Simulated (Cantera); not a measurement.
A perfectly stirred reactor is fed with 40.3 % H2, 12.6 % O2, 47.1 % N2, at 2780 Torr; it is adiabatic with a 348 K inlet, and is followed from long to short residence time, starting on the burning branch (τ in s: 0.31, 0.12, 0.05, 0.02, 0.0082, 0.0033, 0.0013, 0.00054, 0.00022, 8.9e-05, 3.6e-05, 1.4e-05, 5.9e-06).

Cantera simulation using GRI-Mech 3.0 (53 species, 325 reactions); the numbers are that mechanism's predictions, not measurements. The hydrogen kinetics of GRI-Mech 3.0 are dated; newer H2 mechanisms differ, most at raised pressure.

One state of this run: T (K) = 2250; x H2 = 0.172; x O2 = 1.16e-5; x O = 3.53e-6; x OH = 0.000468; x NO = 3.15e-5. x: mole fraction; the columns are a selection and need not sum to one.

Problem. Which value of τ (s) does it belong to?
(A) 8.9e-5
(B) 1.4e-5
(C) 0.0033
(D) 0.12

Solution. D, 0.12
